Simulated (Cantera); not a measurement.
# Stirred combustor or abatement burner

A perfectly stirred reactor is fed with 14.5 % CO, 0.886 % H2, 4.21 % CH4, 16.6 % O2, 62.5 % N2, 1.34 % CO2, equivalence ratio 0.97, at 5.00 bar; it is adiabatic with a 423 K inlet, and is followed from long to short residence time, starting on the burning branch (τ in s: 0.023, 0.0086, 0.0033, 0.0012, 0.00047, 0.00018, 6.7e-05, 2.6e-05, 9.7e-06).

Model: GRI-Mech 3.0 (53 species, 325 reactions), integrated in Cantera.

```
τ (s)    T (K)    x CO     x H2     x CH4    x HO2     x C2H
-------  -----  ------  -------  --------  -------  --------
0.023     2366  0.0173  0.00145   1.57e-6  1.85e-6    <1e-12
0.0086    2352  0.0193  0.00161   3.75e-6  2.16e-6  3.95e-12
0.0033    2323  0.0230  0.00195   8.17e-6  2.83e-6  1.39e-11
0.0012    2271  0.0292  0.00255   1.75e-5  4.43e-6  3.84e-11
0.00047   2201  0.0371  0.00334   3.48e-5  7.62e-6  7.97e-11
0.00018   2108  0.0471  0.00434   7.32e-5  1.41e-5  1.50e-10
6.7e-5    1986  0.0599  0.00545  0.000175  2.73e-5  2.81e-10
2.6e-5    1816  0.0802  0.00629  0.000552  5.70e-5  5.32e-10
9.7e-6     423   0.145  0.00886    0.0421   <1e-12    <1e-12
```
x: mole fraction; the columns are a selection and need not sum to one.
